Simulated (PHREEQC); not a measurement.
1 kg of water holding 0.0076 mol NaCl and 0.077 mol MgCl2 is evaporated at 40 °C; the solids stay in contact with the brine. No CO2 enters from the air. Only these solids could form: Bischofite, Brucite, Halite, MgCl2_4H2O.

Base run: PHREEQC, Pitzer model, pitzer.dat. Each further column changes one thing. The table gives water activity.

```
H2O removed (mol)   base  temperature from 40 to 5 °C  temperature from 40 to 50 °C
-----------------  -----  ---------------------------  ----------------------------
0                  0.996                        0.996                         0.996
18.01              0.994                        0.994                         0.994
30.18              0.992                        0.991                         0.992
38.4               0.987                        0.987                         0.987
41.44              0.985                        0.984                         0.985
46.01              0.976                        0.976                         0.976
49.09              0.963                        0.962                         0.963
51.17              0.940                        0.937                         0.941
52.58              0.898                        0.893                         0.900
53.1               0.866                        0.858                         0.868
53.88              0.762                        0.746                         0.767
54.41              0.582                        0.552                         0.591
54.76              0.344                        0.324                         0.356
```

At this temperature some constants are extrapolated from 25 °C, and those without enthalpy data are left unchanged.
